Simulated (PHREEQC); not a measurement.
**Phosphoric acid bath (model solution)**

Solution (90 °C): 0.0016 mol H3PO4 and 0.0022 mol NaOH per kg of water. Closed to the air; pH follows from the charge balance.

The numbers come from PHREEQC with the ion-association model, wateq4f.dat.

Each row changes one thing in this solution. Precipitation was switched off in this run.

```
case                                   pH  ionic strength (mol/kgw)
-----------------------------------  ----  ------------------------
as made                              6.77                   0.00279
H3PO4 left out                       9.75                   0.00220
9e-05 mol/kgw NaHCO3 added           6.79                   0.00291
NaOH from 0.0022 to 0.00242 mol/kgw  7.00                   0.00323
diluted 10-fold with water           6.80                  0.000278
```

H3PO4, which wateq4f.dat lacks, is added to it with the constant of phreeqc.dat. Constants without temperature data keep their 25 °C values here.
